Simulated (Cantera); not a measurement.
Input (Python, Cantera) and output of one run.

```python
import numpy as np
import cantera as ct

gas_names = """
    H H2 N NH NH2 NH3 N2 N2H2 N2H4 Si SiH SiH2 SiH3 SiH4 SiN Si2 Si2N Si3
""".split()
cond_names = """
    Si(cr) Si(L) Si3N4(a)
""".split()


# ... load() reads the species with a 1 bar reference pressure and builds the phases ...
atoms = {
    'trisilylamine': {'Si': 3, 'N': 1, 'H': 9},
    'NH3': {'N': 1, 'H': 3},
}
top_T = {'Si3N4(a)': 2400}  # K; cautious upper limits of use, not melting points


# ... equilibrate(T, P, feed) seeds the gas with the atoms and calls Mixture.equilibrate('TP', solver="vcs", rtol=1e-11, max_steps=5000) ...
results = []
feed = {'trisilylamine': 1, 'NH3': 19}  # mol
P = 310  # Pa
for T in [773, 973, 1173, 1373, 1573, 1773, 1973, 2173]:
    mix = equilibrate(T, P, feed)
    results.append((T, P, feed, dict(zip(mix.species_names, mix.species_moles))))

top = {s: max(r[3][s] / sum(r[3][g] for g in gas_names) for r in results) for s in gas_names}
cols = sorted((s for s in top if top[s] > 1e-06), key=lambda s: -top[s])[:5]
seen = [c for c in cond_names if any(r[3].get(c, 0) > 1e-12 for r in results)]
print("log10 of partial pressures in bar; condensed amounts in mol")
print(f"{'T/K':>10s}" + "".join(f"{s[:9]:>10s}" for s in cols + seen))
for T, P, feed, n in results:
    ng = sum(n[g] for g in gas_names)
    print(f"{T:10.4g}" + "".join(f"{np.log10(max(n[s] / ng * P / 1e5, 1e-99)):10.3f}" for s in cols)
          + "".join(f"{n.get(c, 0):10.4g}" for c in seen))
```

It prints:

```
log10 of partial pressures in bar; condensed amounts in mol
       T/K        H2        N2         H        Si       SiH     Si(L)  Si3N4(a)
       773    -2.603    -3.218   -13.344   -31.497   -29.790         0         1
       973    -2.603    -3.218   -10.268   -21.807   -21.155         0         1
      1173    -2.603    -3.218    -8.230   -15.438   -15.487         0         1
      1373    -2.603    -3.218    -6.779   -10.941   -11.488         0         1
      1573    -2.603    -3.218    -5.692    -7.601    -8.521         0    0.9999
      1773    -2.626    -3.143    -4.859    -5.672    -6.893     2.966         0
      1973    -2.639    -3.151    -4.189    -4.501    -5.961     2.511         0
      2173    -2.691    -3.187    -3.662    -3.733    -5.410         0         0
```

These are equilibrium values from Cantera (NASA tables, ideal gas, pure condensed phases), not measurements of a reactor. The feed counts by its element totals alone. The tables' values for SiN are old estimates; treat these amounts as uncertain. Gases not in the tables: Si2H6 and higher silanes.
